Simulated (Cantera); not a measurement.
A Cantera script and what it prints.

```python
import numpy as np
import cantera as ct

gas_names = """
    H HO2 H2 H2O H2O2 O OH O2 O3 Ta TaO TaO2
""".split()
cond_names = """
    H2O(s) H2O(L) Ta(cr) Ta(L) Ta2O5(s) Ta2O5(L)
""".split()


# ... load() reads the species with a 1 bar reference pressure and builds the phases ...
atoms = {
    'Ta': {'Ta': 1},
    'H2O': {'H': 2, 'O': 1},
}
top_T = {}  # K; cautious upper limits of use, not melting points


# ... equilibrate(T, P, feed) seeds the gas with the atoms and calls Mixture.equilibrate('TP', solver="vcs", rtol=1e-11, max_steps=5000) ...
results = []
T = 1323.15  # K
P = 85  # Pa
for m in [2.5, 2.9, 3.3, 3.8, 4.3, 5, 5.7, 6.5, 7.5, 8.6, 9.9, 11, 13]:
    feed = {'Ta': 1, 'H2O': m}  # mol
    mix = equilibrate(T, P, feed)
    results.append((T, P, feed, dict(zip(mix.species_names, mix.species_moles))))

top = {s: max(r[3][s] / sum(r[3][g] for g in gas_names) for r in results) for s in gas_names}
cols = sorted((s for s in top if top[s] > 0.0001), key=lambda s: -top[s])[:8]
seen = [c for c in cond_names if any(r[3].get(c, 0) > 1e-12 for r in results)]
print("log10 of partial pressures in bar; condensed amounts in mol")
print(f"{'n(H2O)':>10s}" + "".join(f"{s[:9]:>10s}" for s in cols + seen))
for T, P, feed, n in results:
    ng = sum(n[g] for g in gas_names)
    print(f"{feed['H2O']:10.4g}" + "".join(f"{np.log10(max(n[s] / ng * P / 1e5, 1e-99)):10.3f}" for s in cols)
          + "".join(f"{n.get(c, 0):10.4g}" for c in seen))
```

It prints:

```
log10 of partial pressures in bar; condensed amounts in mol
    n(H2O)        H2       H2O    Ta(cr)  Ta2O5(s)
       2.5    -3.071    -7.804 1.848e-05       0.5
       2.9    -3.135    -3.931         0       0.5
       3.3    -3.191    -3.686         0       0.5
       3.8    -3.252    -3.536         0       0.5
       4.3    -3.306    -3.449         0       0.5
         5    -3.372    -3.372         0       0.5
       5.7    -3.429    -3.321         0       0.5
       6.5    -3.486    -3.281         0       0.5
       7.5    -3.548    -3.247         0       0.5
       8.6    -3.607    -3.220         0       0.5
       9.9    -3.668    -3.197         0       0.5
        11    -3.714    -3.183         0       0.5
        13    -3.787    -3.163         0       0.5
```

Cantera equilibrium calculation (NASA polynomials, part measured and part estimated; ideal gas, pure solids and liquids).
